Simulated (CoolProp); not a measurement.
The numbers come from the reference Helmholtz-energy equation of state, Akasaka 2019 in CoolProp.

Problem. Give the vapour pressure (bar), vapour density (kg/m³), surface tension (mN/m) of saturated R1234ze(Z) at 71.15, 88.15 °C.

Solution. 
```tsv
T (°C)	p (bar)	vapour density (kg/m³)	surface tension (mN/m)
71.15	6.91	33.6	7.29
88.15	10.4	51.7	5.43
```

Surface tension comes from a separate correlation (Kondou 2015).
